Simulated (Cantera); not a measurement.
A perfectly stirred reactor is fed with CH4 : C2H6 : O2 : N2 = 1 : 0.89 : 7.75 : 29.1 (molar parts), equivalence ratio 0.66, at 180000 Pa; it is adiabatic with a 775 K inlet, and is followed from long to short residence time, starting on the burning branch (τ in s: 0.42, 0.16, 0.062, 0.024, 0.0092, 0.0036, 0.0014, 0.00053, 0.0002, 7.8e-05).

Model: GRI-Mech 3.0 (53 species, 325 reactions), integrated in Cantera.

Q: What does this change do: 1.5 parts CO2 added?

A: 
```tsv
quantity	before	after
blow-out, bracketed by the residence times tried	burning at 78.0 µs, the shortest tried	burning at 78.0 µs, the shortest tried
x(CH4) at τ = 0.420 s	2.04e-7	2.86e-7
x(C2H6) at τ = 0.420 s	2.45e-8	3.50e-8
x(O2) at τ = 0.420 s	0.0653	0.0638
x(N2O) at τ = 0.420 s	4.55e-7	3.76e-7
x(NO2) at τ = 0.420 s	3.21e-6	1.80e-6
x(CH4) at τ = 3.60 ms	1.08e-5	1.28e-5
x(C2H6) at τ = 3.60 ms	1.91e-6	2.44e-6
x(O2) at τ = 3.60 ms	0.0674	0.0656
x(N2O) at τ = 3.60 ms	7.06e-7	7.16e-7
x(NO2) at τ = 3.60 ms	1.70e-7	9.92e-8
```
